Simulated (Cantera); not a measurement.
A perfectly stirred reactor is fed with 2.80 % CH₄, 0.560 % O₂, 96.6 % N₂, at 0.849 atm; it is held at 1373 K, and followed from long to short residence time.

Computed with Cantera and GRI-Mech 3.0 (53 species, 325 reactions). GRI-Mech 3.0 stops at C3 and has no aromatics, soot or wall deposition, so with more carbon than oxygen in the feed, carbon stays in small species such as C2H2 where larger ones or solid carbon would form.

Problem. Predict: x(CH₄) at τ = 0.440 s; x(O₂) at τ = 0.440 s; x(CH₂) at τ = 0.440 s; x(CH₄) at τ = 43.0 ms; x(O₂) at τ = 43.0 ms.

Solution. 
- x(CH₄) at τ = 0.440 s = 0.0234
- x(O₂) at τ = 0.440 s = 0.00324
- x(CH₂) at τ = 0.440 s = 1.80e-9
- x(CH₄) at τ = 43.0 ms = 0.0279
- x(O₂) at τ = 43.0 ms = 0.00555
